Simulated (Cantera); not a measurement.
Cu + HF + N₂ (aluminium and copper etching)

Feed: 1 mol Cu, 2.2 mol HF, 0.73 mol N₂, held at 6200 Pa.

These are equilibrium values from Cantera (NASA tables, ideal gas, pure condensed phases), not measurements of a reactor. Candidate condensed phases: Cu, CuF₂; 25 gas species. Rates play no part.

| T (K) | log p HF | log p N₂ | log p CuF | log p H₂ | log p Cu | log p H | n Cu(s) | n Cu(l) |
|---|---|---|---|---|---|---|---|---|
| 1348 | -1.33 | -1.81 | -4.68 | -4.98 | -6.33 | -8.13 | 0.999 | 0 |
| 1373 | -1.33 | -1.81 | -4.57 | -4.87 | -6.10 | -7.91 | 0 | 0.999 |
| 1398 | -1.33 | -1.81 | -4.46 | -4.76 | -5.89 | -7.70 | 0 | 0.998 |
| 1423 | -1.33 | -1.81 | -4.35 | -4.65 | -5.68 | -7.50 | 0 | 0.998 |
| 1448 | -1.33 | -1.81 | -4.25 | -4.55 | -5.48 | -7.31 | 0 | 0.997 |
| 1473 | -1.33 | -1.81 | -4.15 | -4.45 | -5.29 | -7.13 | 0 | 0.996 |
| 1498 | -1.33 | -1.81 | -4.06 | -4.36 | -5.10 | -6.95 | 0 | 0.995 |
| 1523 | -1.33 | -1.81 | -3.97 | -4.27 | -4.92 | -6.77 | 0 | 0.994 |
| 1548 | -1.33 | -1.81 | -3.88 | -4.18 | -4.75 | -6.60 | 0 | 0.993 |
| 1573 | -1.33 | -1.81 | -3.80 | -4.10 | -4.58 | -6.44 | 0 | 0.991 |
log p: log10 of the partial pressure in bar; n: condensed amount in mol.

At 1348 K the condensed part is Cu(s). From 1373 K to 1573 K the condensed part is Cu(l). The main Cu-bearing gas is CuF throughout.
